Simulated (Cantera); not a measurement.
A perfectly stirred reactor is fed with 62.9 % CH₄, 37.1 % CO₂, at 1.00 atm; it is held at 1275 K, and followed from long to short residence time.

Computed with Cantera and GRI-Mech 3.0 (53 species, 325 reactions). GRI-Mech 3.0 stops at C3 and has no aromatics, soot or wall deposition, so with more carbon than oxygen in the feed, carbon stays in small species such as C2H2 where larger ones or solid carbon would form.

x: mole fraction; the columns are a selection and need not sum to one.

| τ (s) | x CH₄ | x CO₂ | x CH₂O | x H₂ | x C₂H | x CO | x CH₂CO |
|---|---|---|---|---|---|---|---|
| 21 | 0.542 | 0.334 | 1.08e-7 | 0.0582 | 6.61e-12 | 0.0190 | 5.54e-7 |
| 4.0 | 0.610 | 0.366 | 1.36e-7 | 0.0153 | 1.30e-12 | 0.00114 | 2.16e-8 |
| 0.75 | 0.626 | 0.371 | 1.30e-7 | 0.00231 | <1e-12 | 4.02e-5 | 3.58e-10 |
| 0.14 | 0.628 | 0.371 | … | … | <1e-12 | … | 4.79e-12 |
| 0.027 | 0.629 | 0.371 | 1.72e-8 | 4.51e-5 | <1e-12 | 1.96e-7 | <1e-12 |
| 0.0050 | 0.629 | 0.371 | 2.46e-9 | 7.89e-6 | <1e-12 | 3.06e-8 | <1e-12 |
| 0.00094 | 0.629 | 0.371 | 1.20e-10 | … | <1e-12 | … | <1e-12 |

### Question
Complete the blanks.

### Answer

- 0.14, x CH₂O: 6.93e-8
- 0.14, x H₂: 0.000284
- 0.14, x CO: 1.82e-6
- 0.00094, x H₂: 1.42e-6
- 0.00094, x CO: 5.09e-9
